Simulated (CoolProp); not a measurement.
Vapour-liquid equilibrium of benzene (1) + cyclohexane (2) at 0.22 MPa; x and y are mole fractions of (1).

Computed with CoolProp (multi-fluid Helmholtz-energy mixture model, Thol 2012 and Zhou 2014; pair parameters Bell 2016).

```
x     bubble temperature, mixture model (K)  bubble temperature, Raoult's law (K)  y, mixture model  y, Raoult's law
----  -------------------------------------  ------------------------------------  ----------------  ---------------
0.05                                  381.3                                 382.0             0.066            0.052
0.2                                   379.6                                 381.8             0.238            0.206
0.35                                  378.5                                 381.6             0.382            0.358
0.5                                   378.0                                 381.4             0.512            0.509
0.65                                  378.0                                 381.2             0.638            0.658
0.8                                   378.6                                 381.0             0.773            0.805
0.95                                  380.0                                 380.8             0.935            0.952
```

The largest gap from Raoult's law is -3.4 K in bubble temperature, at x = 0.5. y crosses x between x = 0.5 and 0.65: the model has an azeotrope there.

The pair parameters rest on a limited set of measurements; away from them the model extrapolates.
